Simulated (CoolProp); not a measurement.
Vapour-liquid equilibrium of R143a (1) + R134a (2) at 248.8 K; x and y are mole fractions of (1).

Computed with CoolProp (multi-fluid Helmholtz-energy mixture model, Lemmon and Jacobsen 2000 and Tillner-Roth 1994; pair parameters Lemmon 2004).

```json
[
 {"x": "0.05", "bubble pressure (kPa)": "117.3", "y at the bubble point": "0.109", "dew pressure at overall composition x (kPa)": "113.0", "liquid density (mol/L)": "13.43"},
 {"x": "0.2", "bubble pressure (kPa)": "140.6", "y at the bubble point": "0.368", "dew pressure at overall composition x (kPa)": "124.6", "liquid density (mol/L)": "13.39"},
 {"x": "0.35", "bubble pressure (kPa)": "164.2", "y at the bubble point": "0.554", "dew pressure at overall composition x (kPa)": "138.8", "liquid density (mol/L)": "13.34"},
 {"x": "0.5", "bubble pressure (kPa)": "187.8", "y at the bubble point": "0.696", "dew pressure at overall composition x (kPa)": "156.6", "liquid density (mol/L)": "13.29"},
 {"x": "0.65", "bubble pressure (kPa)": "211.6", "y at the bubble point": "0.808", "dew pressure at overall composition x (kPa)": "179.4", "liquid density (mol/L)": "13.24"},
 {"x": "0.8", "bubble pressure (kPa)": "235.6", "y at the bubble point": "0.900", "dew pressure at overall composition x (kPa)": "209.6", "liquid density (mol/L)": "13.19"},
 {"x": "0.95", "bubble pressure (kPa)": "259.8", "y at the bubble point": "0.977", "dew pressure at overall composition x (kPa)": "250.9", "liquid density (mol/L)": "13.13"}
]
```

No azeotrope shows between x = 0.05 and 0.95.

The pair parameters rest on a limited set of measurements; away from them the model extrapolates.
